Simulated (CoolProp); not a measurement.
R1224YDZ along the isobar 0.833 MPa: Z from the reference equation and from simpler models built on Tc = 428.7 K, pc = 3.334 MPa, ω = 0.325; each cubic takes its own stable root.

Model: reference Helmholtz-energy equation of state, Akasaka 2023, in CoolProp.

| T (K) | phase | reference | van der Waals | Redlich-Kwong | Soave-Redlich-Kwong | Peng-Robinson |
|---|---|---|---|---|---|---|
| 235.2 | liquid | 0.04155 | 0.07119 | 0.04820 | 0.04661 | 0.04140 |
| 246.2 | liquid | 0.04040 | 0.06910 | 0.04689 | 0.04522 | 0.04013 |
| 257.2 | liquid | 0.03938 | 0.06728 | 0.04576 | 0.04401 | 0.03902 |
| 268.1 | liquid | 0.03850 | 0.06570 | 0.04482 | 0.04297 | 0.03807 |
| 279.1 | liquid | 0.03772 | 0.06435 | 0.04403 | 0.04209 | 0.03726 |
| 290.1 | liquid | 0.03705 | 0.06322 | 0.04339 | 0.04136 | 0.03658 |
| 301.1 | liquid | 0.03648 | 0.06231 | 0.04292 | 0.04079 | 0.03605 |
| 312 | liquid | 0.03603 | 0.06166 | 0.04263 | 0.04038 | 0.03566 |
| 323 | liquid | 0.03568 | 0.8286 | 0.04251 | 0.04014 | 0.03542 |
| 334 | liquid | 0.03546 | 0.8442 | 0.04261 | 0.04009 | 0.03535 |
| 344.9 | liquid | 0.03537 | 0.8575 | 0.8158 | 0.04027 | 0.03549 |
| 355.9 | liquid | 0.03544 | 0.8693 | 0.8347 | 0.04073 | 0.03588 |
| 366.9 | gas | 0.8239 | 0.8797 | 0.8507 | 0.8364 | 0.8257 |

At some of these states van der Waals, Redlich-Kwong gives the other phase, because its saturation line lies elsewhere.
